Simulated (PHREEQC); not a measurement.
Dissolve 100 mmol/kgw (CH3)4NF, 0.36 mmol/kgw K2SiO3 and 4.5 mmol/kgw Na2CO3 at 25 °C. Closed to the air; pH follows from the charge balance.

Model: ion-association model, phreeqc.dat, run in PHREEQC.

This is a speciation only: nothing precipitates in the calculation.

Problem. Order these Si species by the share of Si that they hold, largest first: H4SiO4, H2SiO4-2, H3SiO4-.

Solution. H3SiO4- (92 %), H4SiO4 (6.7 %), H2SiO4-2 (0.89 %)

Problem. Order these Na species by the share of Na that they hold, largest first: NaCO3-, NaF, Na+.

Solution. Na+ (94 %), NaF (3.1 %), NaCO3- (2.5 %)

The pH is 10.84 and the ionic strength 0.113 mol/kgw. (CH3)4N+ isn't in the database: it is added as a free cation with an ion size of 4 Å. SiF6-2 is the database's only silicon fluoride.
